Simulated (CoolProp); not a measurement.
Aqueous ammonia as a coolant, 28 % by mass, freezing at -71.2 °C, 1 atm.

Model: Melinder's fits for secondary coolants, in CoolProp.

```tsv
T (°C)	density (kg/m³)	cp (kJ/(kg K))	Prandtl number	viscosity (mPa s)
-11.7	915.7	4.260	35.7	3.33
-6.8	913.2	4.254	29.2	2.79
-1.9	910.5	4.250	24.3	2.37
3	907.8	4.245	20.4	2.03
7.9	905.0	4.242	17.3	1.76
12.8	902.1	4.238	14.8	1.53
17.7	899.1	4.235	12.7	1.35
22.6	896.1	4.231	11.0	1.19
```
